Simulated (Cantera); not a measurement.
Input: 1 mol FeS2, 0.19 mol SO2, 0.54 mol N2, at 848.15 K and 15.8 Torr.

Equilibrium computed with Cantera from the NASA thermochemical tables; the gas is ideal and each condensed phase is pure. Candidate condensed phases: Fe, FeO, FeS, FeSO4, FeS2, Fe2O3, Fe2(SO4)3, Fe3O4, S; 19 gas species. FeS: taken at fixed stoichiometry. Gases not in the tables: S3 to S7. Kinetics and transport are ignored.

Base state: N2 0.700, SO2 0.246, S2 0.0530, S2O 0.00132 (mole fractions); condensed: FeS(s) + FeS2(s).

Question: What changes in the equilibrium state with this change: pressure from 15.8 Torr to 5780 Torr?

Answer: 
```tsv
species	before	after
N2	0.700	0.739
SO2	0.246	0.260
S2	0.0530	0.000837
S2O	0.00132	0.000265
FeS(s), mol	0.0832	0
FeS2(s), mol	0.917	0.999
Fe3O4(s), mol	0	0.000189
```
